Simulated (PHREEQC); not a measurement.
A solution holds 0.0014 mol Al2(SO4)3, 0.0006 mol NaF and 0.00016 mol NaCl per kg of water, at 60 °C. Closed to the air; pH follows from the charge balance.

The numbers come from PHREEQC with the ion-association model, phreeqc.dat.

No solid was allowed to form.

**Question.** Order these Al species by the share of Al that they hold, largest first: Al+3, Al(SO4)2-, AlOH+2, AlF+2, AlSO4+.

**Answer.** AlSO4+ (54 %), AlF+2 (19 %), Al+3 (15 %), AlOH+2 (4.9 %), Al(SO4)2- (3.2 %)

The pH is 3.78 and the ionic strength 0.00954 mol/kgw. Saturation is exceeded, for instance for Gibbsite (slow to form); the values hold only as long as no solid forms. Constants without temperature data keep their 25 °C values here. Fluoro complexes past AlF4- and FeF3 are missing from the database.
